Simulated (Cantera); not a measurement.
A perfectly stirred reactor is fed with H₂ : O₂ : N₂ = 1 : 1.19 : 6.07 (molar parts), at 3750 Torr; it is adiabatic with a 675 K inlet, and is followed from long to short residence time, starting on the burning branch (τ in s: 0.02, 0.0078, 0.003, 0.0011, 0.00043, 0.00016, 6.2e-05, 2.4e-05, 9.1e-06).

Detailed kinetics in Cantera: the H2/O2 subset of GRI-Mech 3.0, which has no nitrogen chemistry. The hydrogen kinetics of GRI-Mech 3.0 are dated; newer H2 mechanisms differ, most at raised pressure.

One state of this run: T (K) = 1581; x H₂ = 0.000421; x O₂ = 0.0888; x HO₂ = 1.73e-5; x H = 2.04e-5; x H₂O = 0.128; x H₂O₂ = 6.96e-7. x: mole fraction; the columns are a selection and need not sum to one.

Question: Which value of τ (s) does it belong to?
(A) 0.0030
(B) 0.020
(C) 0.0011
(D) 6.2e-5

Answer: A, 0.0030
